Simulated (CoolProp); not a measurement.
Saturation properties of hexamethyldisiloxane (MM) (Tc = 518.7 K, pc = 19.31 bar, ω = 0.418).

Values from CoolProp's reference Helmholtz-energy equation of state, Thol 2016.

| T (K) | p (bar) | liquid density (kg/m³) | vapour Z |
|---|---|---|---|
| 303.4 | 0.07235 | 753.9 | 0.9904 |
| 316 | 0.1294 | 740.5 | 0.9853 |
| 328.6 | 0.2191 | 726.7 | 0.9786 |
| 341.1 | 0.3523 | 712.8 | 0.9699 |
| 353.7 | 0.5455 | 698.5 | 0.9590 |
| 366.3 | 0.8142 | 683.7 | 0.9456 |
| 378.9 | 1.177 | 668.5 | 0.9295 |
| 391.5 | 1.654 | 652.6 | ___ |
| 404 | 2.261 | 636.3 | 0.8883 |
| 416.6 | 3.032 | 618.9 | 0.8624 |
| 429.2 | 3.989 | ___ | 0.8327 |
| 441.8 | 5.159 | 580.9 | 0.7985 |
| 454.4 | ___ | 559.6 | 0.7592 |
| 466.9 | 8.252 | 536.1 | 0.7143 |

Q: Some entries are withheld; supply them.

A: 
- 391.5, vapour Z: 0.9104
- 429.2, liquid density (kg/m³): 600.6
- 454.4, p (bar): 6.573

It boils at 373.7 K under 1 atm.
